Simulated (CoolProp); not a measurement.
Values from CoolProp's reference Helmholtz-energy equation of state, Lemmon 2005.

### Question
For R125, give the phase and the cp (kJ/(kg K)), viscosity (µPa s), Prandtl number at 395.5 K and 0.408 MPa; 185 K and 0.0108 MPa.

### Answer
- 395.5 K and 0.408 MPa: gas; cp 0.942, viscosity 17.0, Prandtl number 0.732
- 185 K and 0.0108 MPa: liquid; cp 1.05, viscosity 855, Prandtl number 8.13

Viscosity comes from a separate model (Huber 2006). Thermal conductivity comes from a separate model (Perkins 2006).
